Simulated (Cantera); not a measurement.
Mixture: C3H8 : O2 : N2 = 1 : 3.85 : 14.5 (molar parts), equivalence ratio 1.3, at 720000 Pa, adiabatic and at constant pressure. Ignition delay is the time to a rise of 400 K.

Computed with Cantera and GRI-Mech 3.0 (53 species, 325 reactions). GRI-Mech 3.0 was tuned for natural gas; its chemistry of propane as a main component is partial and can be far from experiment.

### Question
What does this change do: pressure from 720000 Pa to 101000 Pa?

### Answer
| quantity | before | after |
|---|---|---|
| delay at 1125 K | 9.13 ms | 31.7 ms |
| delay at 1175 K | 3.49 ms | 10.6 ms |
| delay at 1225 K | 1.37 ms | 3.84 ms |
| delay at 1275 K | 0.566 ms | 1.53 ms |
| delay at 1325 K | 0.248 ms | 0.675 ms |
| delay at 1375 K | 0.117 ms | 0.328 ms |
| delay at 1425 K | 59.5 µs | 0.175 ms |
| apparent activation energy between 1325 and 1425 K | 220 kJ/mol | 210 kJ/mol |
